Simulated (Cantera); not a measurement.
An isothermal, constant-pressure homogeneous reactor starts with H₂ : O₂ : N₂ = 0.0065 : 1 : 0.52 (molar parts), equivalence ratio 0.0032, at 1373 K and 1330 Pa.

Computed with Cantera and GRI-Mech 3.0 (53 species, 325 reactions). Radical loss at walls, strong at low pressure, is not modelled.

x: mole fraction; the columns are a selection and need not sum to one.

| t (s) | x H₂ | x O₂ | x OH | x NO | x HO₂ |
|---|---|---|---|---|---|
| 0.000200 | 0.00426 | 0.655 | 7.79e-9 | <1e-12 | 8.91e-9 |
| 0.000502 | 0.00426 | 0.655 | 2.61e-8 | <1e-12 | 2.24e-8 |
| 0.00126 | 0.00426 | 0.655 | 1.18e-7 | <1e-12 | 5.60e-8 |
| 0.00317 | 0.00426 | 0.655 | 1.70e-6 | <1e-12 | 1.41e-7 |
| 0.00796 | 0.00317 | 0.654 | 0.000535 | 7.05e-12 | 3.22e-7 |
| 0.0200 | 1.22e-5 | 0.651 | 0.000543 | 7.75e-10 | 2.05e-7 |
| 0.0502 | 1.07e-5 | 0.651 | 0.000528 | [?] | 1.99e-7 |
| 0.126 | 9.90e-6 | 0.651 | 0.000507 | [?] | 1.91e-7 |
| 0.317 | 8.20e-6 | 0.652 | 0.000462 | [?] | 1.72e-7 |
| 0.796 | 5.44e-6 | 0.653 | 0.000377 | [?] | 1.37e-7 |
| 2.00 | 2.53e-6 | 0.654 | 0.000257 | [?] | 8.73e-8 |

Q: Fill in the missing entries.

A: 
- 0.0502, x NO: 3.32e-9
- 0.126, x NO: 1.10e-8
- 0.317, x NO: 2.93e-8
- 0.796, x NO: 6.22e-8
- 2.00, x NO: 1.05e-7
